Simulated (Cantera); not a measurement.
A freely propagating, adiabatic, planar premixed flame of CH₄ : O₂ : N₂ = 1 : 1.43 : 5.37 (molar parts), equivalence ratio 1.4, unburnt at 350 K and 0.150 bar; mixture-averaged transport, grid criteria slope 0.08 and curve 0.16, no radiation.

Detailed kinetics in Cantera: GRI-Mech 3.0 (53 species, 325 reactions). Burning velocities carry a grid error of a few per cent, more on coarse grids.

Task: How do the results move with these cheaper or finer settings: unity-Lewis-number transport; multicomponent transport; multicomponent+Soret transport; grid criteria slope 0.5, curve 1; grid criteria slope 0.25, curve 0.5; grid criteria slope 0.03, curve 0.06?

Result: 
```json
[
 {"setting": "as above", "laminar burning velocity": "42.1 cm/s", "thermal thickness": "2.99 mm", "peak x(OH)": "0.00232", "peak x(HCO)": "3.68e-5", "grid points": "148"},
 {"setting": "unity-Lewis-number transport", "laminar burning velocity": "26.3 cm/s", "thermal thickness": "4.10 mm", "peak x(OH)": "0.00303", "peak x(HCO)": "2.55e-5", "grid points": "137"},
 {"setting": "multicomponent transport", "laminar burning velocity": "41.9 cm/s", "thermal thickness": "3.04 mm", "peak x(OH)": "0.00230", "peak x(HCO)": "3.66e-5", "grid points": "148"},
 {"setting": "multicomponent+Soret transport", "laminar burning velocity": "42.4 cm/s", "thermal thickness": "2.95 mm", "peak x(OH)": "0.00245", "peak x(HCO)": "3.83e-5", "grid points": "149"},
 {"setting": "grid criteria slope 0.5, curve 1", "laminar burning velocity": "45.2 cm/s", "thermal thickness": "3.21 mm", "peak x(OH)": "0.00248", "peak x(HCO)": "3.73e-5", "grid points": "42"},
 {"setting": "grid criteria slope 0.25, curve 0.5", "laminar burning velocity": "43.5 cm/s", "thermal thickness": "3.08 mm", "peak x(OH)": "0.00238", "peak x(HCO)": "3.71e-5", "grid points": "64"},
 {"setting": "grid criteria slope 0.03, curve 0.06", "laminar burning velocity": "41.8 cm/s", "thermal thickness": "2.97 mm", "peak x(OH)": "0.00233", "peak x(HCO)": "3.69e-5", "grid points": "360"}
]
```
The base run took roughly 8 core-seconds.
Unity Lewis numbers drop preferential diffusion, which matters most where H2 and H carry the flame; Soret adds thermal diffusion.
